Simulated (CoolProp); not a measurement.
Model: reference Helmholtz-energy equation of state, Lemmon 2006, in CoolProp. It is a short technical equation, of lower accuracy than the large ones.

For C3F8 (R218), give the phase and the Joule-Thomson coefficient (K/MPa), Prandtl number at 440 K and 119 kPa; 440 K and 7820 kPa.


- 440 K and 119 kPa: gas; Joule-Thomson coefficient 4.04, Prandtl number 0.710
- 440 K and 7820 kPa: supercritical; Joule-Thomson coefficient 2.90, Prandtl number 1.40

Viscosity comes from a separate model (Huber 2003), an estimate that may be off by 10 % or more. Thermal conductivity comes from a separate model (Huber 2003), an estimate that may be off by 10 % or more.
